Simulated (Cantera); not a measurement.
Feed: 1 mol HBr, 0.16 mol O2, 35 mol N2, held at 2877 °C and 96.0 bar.

Method: chemical equilibrium by Gibbs-energy minimisation in Cantera with the NASA 1993 tables (ideal gas, pure condensed phases). The ideal-gas law is rough above about 30 bar. Equilibrium is a limit: real reactors are often held back by kinetics, nucleation or transport.

```csv
species,before,after
N2,0.960,0.651
Br,0.0191,0.146
HBr,0.00820,0.107
H2O,0.00544,0.0643
Br2,7.85e-5,0.00458
O2,0.000177,0.00294
OH,0.000916,0.00636
O,0.000251,0.00102
NO,0.00182,0.00610
H2,0.00303,0.00879
```
Gas species are given as mole fractions.

**Question.** Name the change that produced these shifts.
A) temperature from 2877 °C to 2252 °C
B) temperature from 2877 °C to 1375 °C
C) N2 from 35 to 2.5 mol
D) temperature from 2877 °C to 2427 °C

**Answer.** C, N2 from 35 to 2.5 mol
